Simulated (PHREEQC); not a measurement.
Solution (15 °C): 0.0011 mol Al2(SO4)3, 0.0002 mol CaCl2, 0.014 mol NaHCO3 and 0.00017 mol NaCl per kg of water. Closed to the air; pH follows from the charge balance.

The numbers come from PHREEQC with the ion-association model, phreeqc.dat.

**Question.** The ionic strength comes out as 0.0191 mol/kgw. What activity coefficients do AlSO4+, Ca+2, AlOH+2, CaHCO3+, Al(OH)2+ get?

**Answer.** AlSO4+ 0.87, Ca+2 0.60, AlOH+2 0.60, CaHCO3+ 0.88, Al(OH)2+ 0.88.

Precipitation was switched off in this run. Examples of supersaturated solids here: Al(OH)3(a), Gibbsite (slow to form). Others may be too.
